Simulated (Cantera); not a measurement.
Feed: 1 mol B2O3, 0.95 mol H2O, 0.49 mol N2, at 1700 °C and 1.00 bar.

Equilibrium computed with Cantera from the NASA thermochemical tables; the gas is ideal and each condensed phase is pure. Candidate condensed phases: B, BN, B2O3, B3O3H3, H2O; 39 gas species. Equilibrium is a limit: real reactors are often held back by kinetics, nucleation or transport.

Base state: H2O 0.360, HBO2 0.331, N2 0.273, B2O3 0.0304, H2 0.00287, BO2 0.000955, O2 0.000865, OH 0.000860 (mole fractions); condensed: B2O3(l).

Q: What changes in the equilibrium state with this change: B2O3 replaced by BF3?

A: 
```csv
species,before,after
HF,0,0.471
BOF,0,0.218
N2,0.273,0.155
HBO2,0.331,0.0108
H2O,0.360,0.0581
BF3,0,0.0858
B2O3,0.0304,0.000201
BOF2,0,0.000166
B3O3F3,0,9.04e-5
"B2O3(l), mol",0.647,0
```
The tables' values for BF2 are old estimates; treat these amounts as uncertain.
